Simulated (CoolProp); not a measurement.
trans-2-butene along the isobar 5320 kPa: fugacity coefficient from the reference equation and from simpler models built on Tc = 155.5 °C, pc = 4019 kPa, ω = 0.210; each cubic takes its own stable root.

Values from CoolProp's reference Helmholtz-energy equation of state, Lemmon 2005. It is a short technical equation, of lower accuracy than the large ones.

| T (°C) | phase | reference | van der Waals | Peng-Robinson |
|---|---|---|---|---|
| 93.15 | liquid | 0.2310 | 0.3649 | 0.2318 |
| 115.85 | liquid | 0.3280 | … | 0.3286 |
| 138.45 | liquid | 0.4376 | 0.5165 | 0.4363 |
| 161.15 | supercritical | 0.5524 | 0.5906 | 0.5452 |
| 183.85 | supercritical | 0.6452 | 0.6565 | 0.6306 |
| 206.55 | supercritical | 0.7039 | 0.7049 | 0.6878 |
| 229.15 | supercritical | 0.7485 | 0.7409 | … |
| 251.85 | supercritical | 0.7849 | 0.7705 | … |

Some entries are withheld; supply them.


- 115.85, van der Waals: 0.4404
- 229.15, Peng-Robinson: 0.7326
- 251.85, Peng-Robinson: 0.7698
